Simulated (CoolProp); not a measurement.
Vapour-liquid equilibrium of benzene (1) + n-dodecane (2) at 308 kPa; x and y are mole fractions of (1).

Model: multi-fluid Helmholtz-energy mixture model, Thol 2012 and Lemmon 2004; pair parameters Bell 2016, in CoolProp.

Task: Give the bubble temperature and the first vapour's composition at x = 0.05, 0.5, 0.8. Is there an azeotrope?

Result: x = 0.05: 526.9 K, y = 0.263; x = 0.5: 427.8 K, y = 0.966; x = 0.8: 404.5 K, y = 0.994. No azeotrope shows between x = 0.05 and 0.95.

The pair parameters rest on a limited set of measurements; away from them the model extrapolates.
